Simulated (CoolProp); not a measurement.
Vapour-liquid equilibrium of acetone (1) + methanol (2) at 0.0465 MPa; x and y are mole fractions of (1).

Computed with CoolProp (multi-fluid Helmholtz-energy mixture model, Lemmon 2006 and de Reuck 1993; pair parameters Bell 2016).

```
x     bubble temperature, mixture model (°C)  bubble temperature, Raoult's law (°C)  y, mixture model  y, Raoult's law
----  --------------------------------------  -------------------------------------  ----------------  ---------------
0.05                                    44.0                                   45.3             0.124            0.074
0.15                                     [?]                                   44.2             0.297            0.214
0.25                                     [?]                                   43.0             0.413            0.341
0.35                                    37.9                                   41.9               [?]            0.458
0.45                                     [?]                                   40.8               [?]            0.564
0.55                                    36.1                                   39.7             0.642            0.661
0.65                                    35.5                                   38.6               [?]            0.750
0.75                                     [?]                                   37.5             0.779            0.830
0.85                                    34.8                                   36.5             0.857            0.903
0.95                                     [?]                                   35.5             0.947            0.969
```

Complete the blanks.


- 0.15, bubble temperature, mixture model (°C): 41.2
- 0.25, bubble temperature, mixture model (°C): 39.3
- 0.35, y, mixture model: 0.501
- 0.45, bubble temperature, mixture model (°C): 36.9
- 0.45, y, mixture model: 0.575
- 0.65, y, mixture model: 0.709
- 0.75, bubble temperature, mixture model (°C): 35.1
- 0.95, bubble temperature, mixture model (°C): 34.9

The largest gap from Raoult's law is -4.0 K in bubble temperature, at x = 0.35. y crosses x between x = 0.85 and 0.95: the model has an azeotrope there.

The pair parameters rest on a limited set of measurements; away from them the model extrapolates.
